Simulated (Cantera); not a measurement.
Cantera with NASA thermochemical tables; ideal gases at 1 bar, condensed phases pure. Values are per mole of reaction as written; species without (g) are pure solids or liquids, kept so even where they would boil at 1 bar.

10 NO2(g) + 2 P4(g) = 2 P4O10 + 5 N2(g)

```json
[
 {"T (K)": "300", "ΔH° (kJ)": "-6479.6", "ΔS° (J/K)": "-1545.7", "ΔG° (kJ)": "-6015.9", "log10 K": "1047.45"},
 {"T (K)": "475", "ΔH° (kJ)": "-6460.7", "ΔS° (J/K)": "-1497.3", "ΔG° (kJ)": "-5749.4", "log10 K": "632.24"},
 {"T (K)": "500", "ΔH° (kJ)": "-6456.8", "ΔS° (J/K)": "-1489.4", "ΔG° (kJ)": "-5712.1", "log10 K": "596.73"},
 {"T (K)": "525", "ΔH° (kJ)": "(withheld)", "ΔS° (J/K)": "(withheld)", "ΔG° (kJ)": "(withheld)", "log10 K": "(withheld)"},
 {"T (K)": "550", "ΔH° (kJ)": "(withheld)", "ΔS° (J/K)": "(withheld)", "ΔG° (kJ)": "(withheld)", "log10 K": "(withheld)"},
 {"T (K)": "575", "ΔH° (kJ)": "-6443.7", "ΔS° (J/K)": "-1465.0", "ΔG° (kJ)": "-5601.3", "log10 K": "508.83"},
 {"T (K)": "600", "ΔH° (kJ)": "-6438.8", "ΔS° (J/K)": "-1456.7", "ΔG° (kJ)": "-5564.8", "log10 K": "484.45"},
 {"T (K)": "625", "ΔH° (kJ)": "-6433.6", "ΔS° (J/K)": "-1448.2", "ΔG° (kJ)": "-5528.5", "log10 K": "462.03"},
 {"T (K)": "650", "ΔH° (kJ)": "-6428.2", "ΔS° (J/K)": "-1439.7", "ΔG° (kJ)": "-5492.4", "log10 K": "441.36"}
]
```

Question: Complete the blanks.

Answer: 
- 525, ΔH° (kJ): -6452.7
- 525, ΔS° (J/K): -1481.4
- 525, ΔG° (kJ): -5674.9
- 525, log10 K: 564.62
- 550, ΔH° (kJ): -6448.3
- 550, ΔS° (J/K): -1473.2
- 550, ΔG° (kJ): -5638.0
- 550, log10 K: 535.44
